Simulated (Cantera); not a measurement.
Stirred combustor or abatement burner

A perfectly stirred reactor is fed with 2.50 % C3H8, 20.5 % O2, 77.0 % N2, at 750 Torr; it is adiabatic with a 350 K inlet, and is followed from long to short residence time, starting on the burning branch (τ in s: 0.093, 0.047, 0.024, 0.012, 0.0062, 0.0031, 0.0016, 0.00081, 0.00041, 0.00021, 0.00011, 5.4e-05).

Detailed kinetics in Cantera: GRI-Mech 3.0 (53 species, 325 reactions). GRI-Mech 3.0 was tuned for natural gas; its chemistry of propane as a main component is partial and can be far from experiment.

```json
[
 {"τ (s)": "0.093", "T (K)": "1753", "x C3H8": "1.07e-6", "x O2": "0.0779", "x CH3": "1.09e-6", "x C2H4": "3.74e-6", "x HCO": "1.70e-8", "x NO": "1.96e-5", "x H2": "0.000123"},
 {"τ (s)": "0.047", "T (K)": "1748", "x C3H8": "1.73e-6", "x O2": "0.0780", "x CH3": "1.64e-6", "x C2H4": "5.56e-6", "x HCO": "3.52e-8", "x NO": "1.70e-5", "x H2": "0.000187"},
 {"τ (s)": "0.024", "T (K)": "1742", "x C3H8": "2.71e-6", "x O2": "0.0781", "x CH3": "2.44e-6", "x C2H4": "8.15e-6", "x HCO": "7.26e-8", "x NO": "1.44e-5", "x H2": "0.000281"},
 {"τ (s)": "0.012", "T (K)": "1732", "x C3H8": "4.27e-6", "x O2": "0.0783", "x CH3": "3.64e-6", "x C2H4": "1.20e-5", "x HCO": "1.53e-7", "x NO": "1.20e-5", "x H2": "0.000425"},
 {"τ (s)": "0.0062", "T (K)": "1718", "x C3H8": "6.55e-6", "x O2": "0.0786", "x CH3": "5.36e-6", "x C2H4": "1.73e-5", "x HCO": "3.12e-7", "x NO": "1.01e-5", "x H2": "0.000619"},
 {"τ (s)": "0.0031", "T (K)": "1698", "x C3H8": "1.04e-5", "x O2": "0.0792", "x CH3": "8.18e-6", "x C2H4": "2.55e-5", "x HCO": "6.53e-7", "x NO": "8.59e-6", "x H2": "0.000899"},
 {"τ (s)": "0.0016", "T (K)": "1671", "x C3H8": "1.66e-5", "x O2": "0.0802", "x CH3": "1.26e-5", "x C2H4": "3.80e-5", "x HCO": "1.31e-6", "x NO": "7.42e-6", "x H2": "0.00125"},
 {"τ (s)": "0.00081", "T (K)": "1632", "x C3H8": "2.86e-5", "x O2": "0.0819", "x CH3": "2.08e-5", "x C2H4": "6.08e-5", "x HCO": "2.67e-6", "x NO": "6.08e-6", "x H2": "0.00169"},
 {"τ (s)": "0.00041", "T (K)": "1576", "x C3H8": "5.64e-5", "x O2": "0.0853", "x CH3": "3.82e-5", "x C2H4": "0.000113", "x HCO": "5.41e-6", "x NO": "4.18e-6", "x H2": "0.00226"},
 {"τ (s)": "0.00021", "T (K)": "1454", "x C3H8": "0.000202", "x O2": "0.0951", "x CH3": "0.000114", "x C2H4": "0.000417", "x HCO": "1.10e-5", "x NO": "1.18e-6", "x H2": "0.00356"},
 {"τ (s)": "0.00011", "T (K)": "350", "x C3H8": "0.0250", "x O2": "0.205", "x CH3": "<1e-12", "x C2H4": "<1e-12", "x HCO": "<1e-12", "x NO": "<1e-12", "x H2": "<1e-12"},
 {"τ (s)": "5.4e-5", "T (K)": "350", "x C3H8": "0.0250", "x O2": "0.205", "x CH3": "<1e-12", "x C2H4": "<1e-12", "x HCO": "<1e-12", "x NO": "<1e-12", "x H2": "<1e-12"}
]
```
x: mole fraction; the columns are a selection and need not sum to one.
